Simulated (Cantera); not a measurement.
Cantera run, input and output.

```python
import numpy as np
import cantera as ct

gas = ct.Solution("gri30.yaml")
gas.TPX = 323, 61000, {'C3H8': 1, 'O2': 3.57, 'N2': 13.4}
flame = ct.FreeFlame(gas, width=0.057)
flame.set_refine_criteria(ratio=3, slope=0.08, curve=0.16)
flame.transport_model = "mixture-averaged"
flame.solve(loglevel=0, auto=True)
z, T = flame.grid, flame.T
thick = (T[-1] - T[0]) / np.gradient(T, z).max()
show = ['C3H8', 'O2', 'C2H', 'OH', 'CH4', 'H']
print(f"laminar burning velocity  {flame.velocity[0] * 100:.3f} cm/s")
print(f"burnt temperature         {T[-1]:.1f} K")
print(f"thermal thickness         {thick * 1e3:.4f} mm")
print(f"grid points               {len(z)}")
z0 = z[flame.heat_release_rate.argmax()]
print(f"{'z/mm':>9s}{'T/K':>9s}{'u/(m/s)':>9s}" + "".join(f"{s:>11s}" for s in show))
rows = []
for k in (-3, -2, -1.5, -1, -0.5, -0.25, 0, 0.25, 0.5, 1, 2, 4, 8):
    zz = z0 + k * thick
    rows.append([k * thick, np.interp(zz, z, T), np.interp(zz, z, flame.velocity),
                 *(np.interp(zz, z, flame.X[gas.species_index(s)]) for s in show)])
    print(f"{rows[-1][0] * 1e3:9.3f}{rows[-1][1]:9.1f}{rows[-1][2]:9.3f}" + "".join(f"{x:11.3e}" for x in rows[-1][3:]))
```

Output:

```
laminar burning velocity  41.291 cm/s
burnt temperature         2048.5 K
thermal thickness         0.6182 mm
grid points               151
     z/mm      T/K  u/(m/s)       C3H8         O2        C2H         OH        CH4          H
   -1.855    323.1    0.414  5.556e-02  1.983e-01  1.905e-31  2.886e-14  6.010e-07  3.426e-17
   -1.236    324.8    0.418  5.534e-02  1.973e-01  7.530e-27  2.180e-11  9.241e-06  2.393e-14
   -0.927    334.2    0.432  5.503e-02  1.955e-01  5.309e-24  1.456e-09  5.477e-05  3.563e-12
   -0.618    418.8    0.550  5.372e-02  1.863e-01  1.457e-18  2.089e-07  4.513e-04  1.166e-08
   -0.309    889.1    1.221  3.810e-02  1.380e-01  3.446e-11  7.934e-06  2.799e-03  2.824e-05
   -0.155   1301.5    1.859  1.382e-02  9.079e-02  3.416e-08  1.179e-04  4.602e-03  4.359e-04
    0.000   1674.3    2.460  4.707e-04  4.312e-02  1.951e-06  8.100e-04  3.357e-03  3.010e-03
    0.155   1866.1    2.756  6.414e-07  1.607e-02  4.535e-06  1.852e-03  8.726e-04  6.454e-03
    0.309   1932.8    2.850  1.412e-10  5.601e-03  2.134e-06  2.427e-03  1.577e-04  8.453e-03
    0.618   1964.1    2.885  5.064e-16  1.000e-03  1.981e-07  2.565e-03  6.532e-06  9.318e-03
    1.236   1979.5    2.900  1.406e-21  3.756e-04  2.693e-09  2.338e-03  6.283e-08  8.618e-03
    2.473   1995.8    2.920  4.691e-27  2.562e-04  5.139e-12  2.002e-03  1.373e-10  7.196e-03
    4.946   2014.6    2.944  6.005e-33  1.486e-04  4.029e-15  1.559e-03  2.914e-13  5.396e-03
```

Model: GRI-Mech 3.0 (53 species, 325 reactions), integrated in Cantera. GRI-Mech 3.0 was tuned for natural gas; its chemistry of propane as a main component is partial and can be far from experiment. Burning velocities carry a grid error of a few per cent, more on coarse grids.
